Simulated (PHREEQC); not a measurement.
Solution (25 °C): 0.0024 mol/kgw KOH and 0.048 mol/kgw CuSO4. Closed to the air; pH follows from the charge balance.

All values are PHREEQC results (ion-association model, wateq4f.dat), not measurements.

```
quantity                   before     after
------------------------  -------  --------
pH                           5.49      4.98
ionic strength (mol/kgw)    0.111     0.109
SO4-2 (mol/kgw)            0.0279    0.0272
Cu2(OH)2+2 (mol/kgw)      0.00116  0.000124
SI of Cu(OH)2 (Cu(OH)2)     +0.34     -0.65
SI of Tenorite (CuO)        +1.36     +0.37
```

Q: Which change was made?
(A) 0.0018 mol/kgw NaHCO3 added
(B) KOH from 0.0024 to 0.00024 mol/kgw
(C) 0.015 mol/kgw KHSO4 added
(D) KOH from 0.0024 to 0.00216 mol/kgw

A: B, KOH from 0.0024 to 0.00024 mol/kgw

This is a speciation only: nothing precipitates in the calculation. Some of these states are supersaturated (in Brochantite, Antlerite, for instance).
